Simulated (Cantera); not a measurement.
Cantera run:

```python
import numpy as np
import cantera as ct

gas_names = """
    B BN BO BO2 B2 B2O B2O2 B2O3 N NO NO2 NO3 N2 N2O O O2 O3
""".split()
cond_names = """
    B(b) B(L) BN(s) B2O3(L)
""".split()


# ... load() reads the species with a 1 bar reference pressure and builds the phases ...
atoms = {
    'B': {'B': 1},
    'O2': {'O': 2},
    'N2': {'N': 2},
}
top_T = {'BN(s)': 3200}  # K; cautious upper limits of use, not melting points


# ... equilibrate(T, P, feed) seeds the gas with the atoms and calls Mixture.equilibrate('TP', solver="vcs", rtol=1e-11, max_steps=5000) ...
results = []
T = 2325  # K
P = 13  # Pa
for m in [1.4, 2.1, 2.7, 3.4, 4, 4.6, 5.3, 5.9]:
    feed = {'B': 1, 'O2': 0.47, 'N2': m}  # mol
    mix = equilibrate(T, P, feed)
    results.append((T, P, feed, dict(zip(mix.species_names, mix.species_moles))))
    x = sorted(zip(gas.X, gas.species_names), reverse=True)
    print(f"T = {T:g} K  P = {P:g} Pa  n(N2) = {m:g} mol  gas = {mix.phase_moles(0):.4g} mol")
    print("   x: " + "  ".join(f"{s} {v:.3e}" for v, s in x if v > 1e-06))
    print("   condensed (mol): " + ("  ".join(f"{mix.phase(i).name} {mix.phase_moles(i):.4g}"
          for i in range(1, mix.n_phases) if mix.phase_moles(i) > 1e-12) or "none"))
```

It prints:

```
T = 2325 K  P = 13 Pa  n(N2) = 1.4 mol  gas = 2.388 mol
   x: N2 5.861e-01  BO 3.864e-01  B 2.259e-02  B2O 2.427e-03  B2O2 2.379e-03  BN 1.039e-04  N 3.438e-06  B2O3 2.222e-06  BO2 1.061e-06
   condensed (mol): none
T = 2325 K  P = 13 Pa  n(N2) = 2.1 mol  gas = 3.091 mol
   x: N2 6.794e-01  BO 2.998e-01  B 1.784e-02  B2O 1.487e-03  B2O2 1.432e-03  BN 8.829e-05  N 3.701e-06  B2O3 1.314e-06
   condensed (mol): none
T = 2325 K  P = 13 Pa  n(N2) = 2.7 mol  gas = 3.692 mol
   x: N2 7.312e-01  BO 2.515e-01  B 1.512e-02  B2O 1.057e-03  B2O2 1.008e-03  BN 7.762e-05  N 3.840e-06
   condensed (mol): none
T = 2325 K  P = 13 Pa  n(N2) = 3.4 mol  gas = 4.393 mol
   x: N2 7.739e-01  BO 2.118e-01  B 1.283e-02  B2O 7.557e-04  B2O2 7.146e-04  BN 6.779e-05  N 3.950e-06
   condensed (mol): none
T = 2325 K  P = 13 Pa  n(N2) = 4 mol  gas = 4.994 mol
   x: N2 8.009e-01  BO 1.865e-01  B 1.136e-02  B2O 5.893e-04  B2O2 5.543e-04  BN 6.107e-05  N 4.018e-06
   condensed (mol): none
T = 2325 K  P = 13 Pa  n(N2) = 4.6 mol  gas = 5.595 mol
   x: N2 8.222e-01  BO 1.667e-01  B 1.020e-02  B2O 4.725e-04  B2O2 4.426e-04  BN 5.552e-05  N 4.071e-06
   condensed (mol): none
T = 2325 K  P = 13 Pa  n(N2) = 5.3 mol  gas = 6.295 mol
   x: N2 8.419e-01  BO 1.482e-01  B 9.106e-03  B2O 3.753e-04  B2O2 3.502e-04  BN 5.017e-05  N 4.120e-06
   condensed (mol): none
T = 2325 K  P = 13 Pa  n(N2) = 5.9 mol  gas = 6.896 mol
   x: N2 8.556e-01  BO 1.354e-01  B 8.341e-03  B2O 3.140e-04  B2O2 2.922e-04  BN 4.633e-05  N 4.153e-06
   condensed (mol): none
```

Equilibrium computed with Cantera from the NASA thermochemical tables; the gas is ideal and each condensed phase is pure.
